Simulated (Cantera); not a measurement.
Input: 1 mol PbO, 5.2 mol CO, 19 mol N₂, equilibrated at 1.00 bar.

Equilibrium computed with Cantera from the NASA thermochemical tables; the gas is ideal and each condensed phase is pure. Candidate condensed phases: C, Pb, PbO, PbO₂, Pb₃O₄; 27 gas species. Equilibrium is a limit: real reactors are often held back by kinetics, nucleation or transport.

At 998 K, list the 4 most abundant gas species with their mole fractions, and the condensed phases.

N₂ 0.785, CO 0.174, CO₂ 0.0413, Pb 1.55e-5. Condensed: Pb(l).
